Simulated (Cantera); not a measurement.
A freely propagating, adiabatic, planar premixed flame of 38.7 % H2, 12.9 % O2, 48.4 % N2, equivalence ratio 1.5, unburnt at 325 K and 8.90 bar; mixture-averaged transport, grid criteria slope 0.08 and curve 0.16, no radiation.

Model: the H2/O2 subset of GRI-Mech 3.0, which has no nitrogen chemistry, integrated in Cantera. The hydrogen kinetics of GRI-Mech 3.0 are dated; newer H2 mechanisms differ, most at raised pressure. Burning velocities carry a grid error of a few per cent, more on coarse grids.

Predict: laminar burning velocity; thermal thickness; peak x(H2O2); peak x(H); peak x(OH).


| Quantity | Value |
|---|---|
| laminar burning velocity | 301 cm/s |
| thermal thickness | 0.0228 mm |
| peak x(H2O2) | 0.000203 |
| peak x(H) | 0.0314 |
| peak x(OH) | 0.00652 |
